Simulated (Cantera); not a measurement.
An adiabatic, constant-volume homogeneous reactor starts with CH4 : CO : O2 : N2 = 1 : 0.019 : 0.846 : 3.18 (molar parts), at 1698 K and 0.300 bar.

Cantera simulation using GRI-Mech 3.0 (53 species, 325 reactions); the numbers are that mechanism's predictions, not measurements.

Problem. Predict: time of steepest temperature rise; temperature at 0.200 s; equilibrium temperature; x(CO) at 0.200 s; x(O2) at 0.200 s; x(H2O) at 0.200 s.

Solution. 
```
Quantity                                                             Value
---------------------------------  ---------------------------------------
time of steepest temperature rise                                 0.713 ms
temperature at 0.200 s                                              2646 K
equilibrium temperature                                             2646 K
x(CO) at 0.200 s                       0.151 (gas-phase equilibrium 0.151)
x(O2) at 0.200 s                   4.97e-5 (gas-phase equilibrium 4.97e-5)
x(H2O) at 0.200 s                    0.0954 (gas-phase equilibrium 0.0954)
```
